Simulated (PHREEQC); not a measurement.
**Silver or lead bath: speciation**

Solution (20 °C): 0.011 mol PbCl2, 0.011 mol KBr and 0.22 mol Na2SO4 per kg of water. Closed to the air; pH follows from the charge balance.

Computed with PHREEQC (ion-association model, phreeqc.dat).

Each row changes one thing in this solution. Precipitation was switched off in this run.

```csv
case,pH,ionic strength (mol/kgw),Na+ (mol/kgw),SO4-2 (mol/kgw),NaSO4- (mol/kgw),K+ (mol/kgw),SI of Pb(OH)2 (Pb(OH)2),SI of Anglesite (PbSO4)
as made,5.82,0.548,0.383,0.148,0.0575,0.00934,-0.11,+2.88
temperature from 20 to 40 °C,5.87,0.542,0.380,0.145,0.0604,0.00893,+0.68,+2.77
temperature from 20 to 35 °C,5.86,0.543,0.380,0.146,0.0598,0.00903,+0.49,+2.79
temperature from 20 to 10 °C,5.79,0.552,0.384,0.150,0.0557,0.00955,-0.53,+2.95
diluted 100-fold with water,6.04,0.00681,0.00437,0.00213,3.20e-5,0.000109,-0.57,+0.67
KBr from 0.011 to 0.0099 mol/kgw,5.82,0.547,0.382,0.148,0.0575,0.00841,-0.11,+2.88
```

Species that the database lacks are ignored. Some of these states are supersaturated (in Anglesite, Pb(OH)2, for instance). Constants without temperature data keep their 25 °C values here.
